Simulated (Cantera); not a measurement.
Input: 1 mol Si, 1.9 mol HCl, 0.43 mol N₂, 3.4 mol F₂, at 1600 K and 0.000110 bar.

Equilibrium computed with Cantera from the NASA thermochemical tables; the gas is ideal and each condensed phase is pure. Candidate condensed phases: NH₄Cl, Si, Si₃N₄; 49 gas species. The numbers say what is thermodynamically allowed, not how fast it happens.

Base state: HF 0.310, Cl 0.308, SiF₄ 0.163, F 0.146, N₂ 0.0703, Cl₂ 0.000863, ClF 0.000844, HCl 4.46e-5 (mole fractions); condensed: gas only.

### Question
What changes in the equilibrium state with this change: HCl from 1.9 to 25 mol?

### Answer
```json
[
 {"species": "HCl", "before": "4.46e-5", "after": "0.754"},
 {"species": "Cl", "before": "0.308", "after": "0.0987"},
 {"species": "HF", "before": "0.310", "after": "0.0969"},
 {"species": "F", "before": "0.146", "after": "8.66e-7"},
 {"species": "SiF₄", "before": "0.163", "after": "0.0329"},
 {"species": "N₂", "before": "0.0703", "after": "0.0147"},
 {"species": "H₂", "before": "<1e-9", "after": "0.000981"},
 {"species": "ClF", "before": "0.000844", "after": "1.60e-9"},
 {"species": "H", "before": "3.08e-9", "after": "0.000162"},
 {"species": "SiF₃", "before": "3.36e-8", "after": "0.00114"}
]
```
The tables' values for SiF₃, SiF₂ are old estimates; treat these amounts as uncertain.
